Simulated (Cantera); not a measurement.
A freely propagating, adiabatic, planar premixed flame of H2 : O2 : N2 = 1 : 0.179 : 0.571 (molar parts), unburnt at 550 K and 1.00 bar; mixture-averaged transport, grid criteria slope 0.08 and curve 0.16, no radiation.

Detailed kinetics in Cantera: the H2/O2 subset of GRI-Mech 3.0, which has no nitrogen chemistry. Burning velocities carry a grid error of a few per cent, more on coarse grids.

Problem. What does this change do: inlet temperature 550 to 673 K?

Solution. 
| quantity | before | after |
|---|---|---|
| laminar burning velocity | 763 cm/s | 1110 cm/s |
| thermal thickness | 0.459 mm | 0.498 mm |
| peak x(OH) | 0.00199 | 0.00259 |
| peak x(H2O2) | 1.07e-5 | 3.33e-6 |
| peak x(HO2) | 0.000270 | 0.000190 |
| peak x(O) | 0.00216 | 0.00263 |

Problem. What does this change do: H2 1 to 0.76 parts?

Solution. 
```tsv
quantity	before	after
laminar burning velocity	763 cm/s	855 cm/s
thermal thickness	0.459 mm	0.432 mm
peak x(OH)	0.00199	0.00519
peak x(H2O2)	1.07e-5	1.35e-5
peak x(HO2)	0.000270	0.000306
peak x(O)	0.00216	0.00416
```
